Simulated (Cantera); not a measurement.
Charge: 1 mol SiH2Cl2, 0.23 mol C2H4, 1100 mol H2, at 1850 K and 1.00 bar.

Method: chemical equilibrium by Gibbs-energy minimisation in Cantera with the NASA 1993 tables (ideal gas, pure condensed phases). Candidate condensed phases: C, C6H6, C7H8, C8H18, Si, SiC; 109 gas species. Mutual solubility and eutectic melting of coexisting phases are not modelled. Gases not in the tables: Si2H6 and higher silanes. The numbers say what is thermodynamically allowed, not how fast it happens.

Base state: H2 0.998, HCl 0.00179, H 0.000538, SiH2 4.21e-5, CH4 1.96e-5 (mole fractions); condensed: Si(l) + SiC(s).

Question: What changes in the equilibrium state with this change: SiH2Cl2 replaced by CH3SiCl3?

Answer: 
```tsv
species	before	after
H2	0.998	0.996
HCl	0.00179	0.00271
H	0.000538	0.000538
CH4	1.96e-5	0.000303
SiH2	4.21e-5	2.71e-6
C2H2 (acetylene)	2.36e-7	5.67e-5
Si(l), mol	0.489	0
SiC(s), mol	0.438	0.994
```
The feed counts by its element totals alone.
